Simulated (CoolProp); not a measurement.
Properties of n-heptane along the isotherm 600 K (Tc = 541.2 K, pc = 2774 kPa, ω = 0.349).

Values from CoolProp's reference Helmholtz-energy equation of state, Span 2003. It is a short technical equation, of lower accuracy than the large ones.

```tsv
p (kPa)	phase	cp (kJ/(kg K))	cv (kJ/(kg K))	speed of sound (m/s)	fugacity coefficient
1850	gas	3.063	2.841	188.3	0.8447
3700	supercritical	3.685	2.916	144.1	0.6985
5550	supercritical	4.188	2.939	151.1	0.5699
7400	supercritical	3.705	2.914	223.3	0.4828
9250	supercritical	3.541	2.901	282.5	0.4287
11100	supercritical	3.459	2.894	331.3	0.3933
12900	supercritical	3.410	2.890	372.1	0.3699
14800	supercritical	3.375	2.887	410.1	0.3530
16600	supercritical	3.350	2.886	442.4	0.3420
18500	supercritical	3.330	2.884	473.6	0.3343
20300	supercritical	3.315	2.884	500.8	0.3298
22200	supercritical	3.301	2.883	527.6	0.3274
24000	supercritical	3.291	2.883	551.3	0.3270
25900	supercritical	3.282	2.883	575.0	0.3281
27700	supercritical	3.274	2.883	596.2	0.3305
```
